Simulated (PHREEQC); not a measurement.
0.1 mol of Zn3(PO4)2:4w (Zn3(PO4)2:4H2O) is brought to equilibrium with 1 kg of water holding 0.003 mol/kgw NaCl, at 25 °C, the pH being set by adding NaOH or HCl. Oxygen alone is held at its pressure in air (log pO2 = -0.68). No CO2 enters from the air. Names ending in (a), (am) or -a are amorphous solids. The run lets Zn3(PO4)2:4w, Zn(OH)2-a, Zn5(OH)8Cl2 precipitate or redissolve, and no other solid.

Base run: PHREEQC, ion-association model, wateq4f.dat. Each further column changes one thing. The table gives dissolved P (mol/kgw).

```tsv
pH	base	all activity coefficients set to 1	Davies equation for every ion
4	0.0262	0.0135	0.0277
5.17	0.00203	0.00151	0.00206
6.33	0.000225	?	0.000227
7.5	4.01e-5	3.25e-5	?
8.67	3.18e-5	?	3.19e-5
9.83	0.00327	0.00209	0.00331
11	0.199	0.199	0.199
```

Question: What belongs in the gaps?

Answer: 
- 6.33, all activity coefficients set to 1: 0.000186
- 7.5, Davies equation for every ion: 4.04e-5
- 8.67, all activity coefficients set to 1: 2.61e-5

H3PO4, which wateq4f.dat lacks, is added to it with the constant of phreeqc.dat. The database has no phosphate complexes of Zn.
